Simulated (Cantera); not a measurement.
An isothermal, constant-pressure homogeneous reactor starts with 22.2 % NH3, 77.8 % N2, at 1725 K and 34000 Pa.

Detailed kinetics in Cantera: the gas-phase N/H chemistry of the illustrative SiF4/NH3 mechanism in the Surface Chemkin manual (1991). Walls and surfaces, which speed up NH3 decomposition in real reactors, are not modelled.

x: mole fraction; the columns are a selection and need not sum to one.

| t (s) | x NH3 | x N2H4 | x NH2 | x N | x H |
|---|---|---|---|---|---|
| 0.000300 | 0.222 | 4.53e-10 | 1.46e-5 | 4.90e-12 | 2.68e-8 |
| 0.000868 | 0.222 | 3.74e-9 | 4.19e-5 | 7.42e-11 | 3.28e-8 |
| 0.00251 | 0.222 | 2.39e-8 | 0.000106 | 3.93e-10 | 8.03e-8 |
| 0.00727 | 0.222 | 4.64e-8 | 0.000147 | 1.46e-9 | 2.48e-7 |
| 0.0211 | 0.220 | 4.50e-8 | 0.000145 | 4.20e-9 | 6.59e-7 |
| 0.0609 | 0.217 | 4.07e-8 | 0.000138 | 1.24e-8 | 1.78e-6 |
| 0.176 | 0.206 | ? | ? | ? | ? |
| 0.510 | 0.180 | 2.51e-8 | 0.000108 | 5.41e-8 | 1.23e-5 |
| 1.48 | ? | ? | ? | 6.65e-8 | ? |
| 4.28 | 0.0542 | 4.04e-9 | 4.35e-5 | 6.27e-8 | 6.44e-5 |
| 12.4 | 0.0114 | 3.64e-10 | 1.31e-5 | 4.05e-8 | 0.000115 |
| 35.8 | 0.00171 | 1.38e-11 | 2.54e-6 | 1.34e-8 | 0.000157 |
| 104 | 0.000381 | <1e-12 | 5.98e-7 | 3.53e-9 | 0.000166 |
| 300 | 0.000113 | <1e-12 | 1.79e-7 | 1.07e-9 | 0.000167 |

### Question
Fill in the missing entries.

### Answer

- 0.176, x N2H4: 3.38e-8
- 0.176, x NH2: 0.000126
- 0.176, x N: 3.11e-8
- 0.176, x H: 4.74e-6
- 1.48, x NH3: 0.125
- 1.48, x N2H4: 1.41e-8
- 1.48, x NH2: 8.12e-5
- 1.48, x H: 3.01e-5
